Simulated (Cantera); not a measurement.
## Hydrocarbon pyrolysis for carbon deposition

A perfectly stirred reactor is fed with CH4 : N2 = 1 : 1.5 (molar parts), at 1.40 bar; it is held at 1648 K, and followed from long to short residence time.

Model: GRI-Mech 3.0 (53 species, 325 reactions), integrated in Cantera. GRI-Mech 3.0 stops at C3 and has no aromatics, soot or wall deposition, so with more carbon than oxygen in the feed, carbon stays in small species such as C2H2 where larger ones or solid carbon would form.

| τ (s) | x CH4 | x C2H4 | x CH3 | x H | x CH2 | x HCN | x C2H6 |
|---|---|---|---|---|---|---|---|
| 28 | 0.0263 | 0.00526 | 6.39e-5 | 4.75e-5 | 7.48e-9 | 2.65e-6 | 9.57e-6 |
| 9.0 | 0.0287 | 0.00521 | 6.90e-5 | 4.68e-5 | 8.01e-9 | 8.59e-7 | 1.05e-5 |
| 2.9 | 0.0352 | 0.00507 | 8.32e-5 | 4.52e-5 | 9.41e-9 | 3.12e-7 | 1.34e-5 |
| 0.93 | 0.0512 | 0.00475 | 0.000117 | 4.18e-5 | 1.27e-8 | 1.28e-7 | 2.31e-5 |
| 0.30 | 0.0837 | 0.00424 | 0.000183 | 3.64e-5 | 1.87e-8 | 5.71e-8 | 5.34e-5 |
| 0.096 | 0.139 | 0.00385 | 0.000293 | 2.91e-5 | 2.86e-8 | 2.50e-8 | 0.000141 |
| 0.031 | 0.213 | 0.00431 | 0.000449 | 2.10e-5 | 4.33e-8 | 1.00e-8 | 0.000350 |
| 0.010 | 0.288 | 0.00601 | 0.000636 | 1.31e-5 | 6.33e-8 | 3.33e-9 | 0.000747 |
| 0.0032 | 0.347 | 0.00691 | 0.000806 | 6.67e-6 | 8.38e-8 | 7.86e-10 | 0.00125 |
| 0.0010 | 0.383 | 0.00380 | 0.000833 | 2.40e-6 | 8.13e-8 | 9.88e-11 | 0.00132 |
x: mole fraction; the columns are a selection and need not sum to one.
